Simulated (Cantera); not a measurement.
**MgCl₂ + O₂ + H₂ (halide evaporation, hydrolysis and transport)**

Charge: 1 mol MgCl₂, 4 mol O₂, 0.69 mol H₂, equilibrated at 11.3 Torr.

Cantera equilibrium calculation (NASA polynomials, part measured and part estimated; ideal gas, pure solids and liquids). Candidate condensed phases: H₂O, Mg, MgCl₂, MgO, Mg(OH)₂; 22 gas species. Rates play no part.

```tsv
T (°C)	x O₂	x HCl	x Cl	x Cl₂	x H₂O	x MgCl₂	n MgO(s)
702	0.670	0.221	0.000626	0.0839	0.0238	2.46e-5	1.000
802	0.671	0.236	0.00246	0.0742	0.0156	0.000225	0.999
902	0.670	0.245	0.00756	0.0654	0.0108	0.00137	0.993
1002	0.668	0.247	0.0185	0.0528	0.00840	0.00560	0.971
1102	0.663	0.244	0.0354	0.0345	0.00829	0.0146	0.923
1202	0.659	0.236	0.0532	0.0175	0.0107	0.0243	0.870
1302	0.653	0.223	0.0685	0.00788	0.0156	0.0307	0.834
1402	0.648	0.208	0.0824	0.00360	0.0223	0.0346	0.811
1502	0.642	0.191	0.0959	0.00175	0.0301	0.0375	0.795
1602	0.635	0.173	0.109	0.000914	0.0378	0.0398	0.781
1702	0.627	0.155	0.123	0.000504	0.0450	0.0415	0.771
1802	0.617	0.137	0.136	0.000292	0.0509	0.0426	0.762
```
x: gas mole fraction; n: condensed amount in mol.

From 702 °C to 1802 °C the condensed part is MgO(s). The main Mg-bearing gas is MgCl₂ throughout. The share of Mg in condensed phases is highest at 702 °C (100.0 %) and lowest at 1802 °C (76.2 %).
